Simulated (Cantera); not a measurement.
Predominance diagram of Ca at 1252 °C against the partial pressures of O₂ and Cl₂ (log10, bar). Cantera with NASA thermochemical tables; ideal gases at 1 bar, condensed phases pure. Candidates: Ca(l), CaCl₂(l), CaO(s). Only these pure phases compete in this equilibrium. Not in the tables: oxide halides.

Task: Which phase is stable at these pairs, and which metal-bearing vapour leads over it? (-2.7, -2.4); (-16.4, -11); (-0.9, -2.4); (-4.5, -8.6); (-8.2, -3.7); (-0.9, -9.8); (-12.7, -11)

Result: 
```csv
log p(O₂),log p(Cl₂),phase,chief vapour,log p (bar)
-2.7,-2.4,CaCl₂(l),CaCl₂,-2.7
-16.4,-11,CaCl₂(l),CaCl₂,-2.7
-0.9,-2.4,CaCl₂(l),CaCl₂,-2.7
-4.5,-8.6,CaO(s),CaCl₂,-5.4
-8.2,-3.7,CaCl₂(l),CaCl₂,-2.7
-0.9,-9.8,CaO(s),CaCl₂,-8.4
-12.7,-11,CaO(s),CaCl₂,-3.7
```
